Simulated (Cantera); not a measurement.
Charge: 1 mol H2O, 0.089 mol H2, equilibrated at 2123 K and 1 atm.

Equilibrium computed with Cantera from the NASA thermochemical tables; the gas is ideal and each condensed phase is pure. Candidate condensed phases: H2O; 9 gas species. Kinetics and transport are ignored.

Base state: H2O 0.916, H2 0.0819, OH 0.00141, H 0.00102, O2 5.91e-5, O 1.24e-5 (mole fractions); condensed: gas only.

### Question
What changes in the equilibrium state with this change: H2 from 0.089 to 0.25 mol?

### Answer
| species | before | after |
|---|---|---|
| H2O | 0.916 | 0.798 |
| H2 | 0.0819 | 0.199 |
| H | 0.00102 | 0.00159 |
| OH | 0.00141 | 0.000788 |
| O2 | 5.91e-5 | 7.59e-6 |
| O | 1.24e-5 | 4.46e-6 |
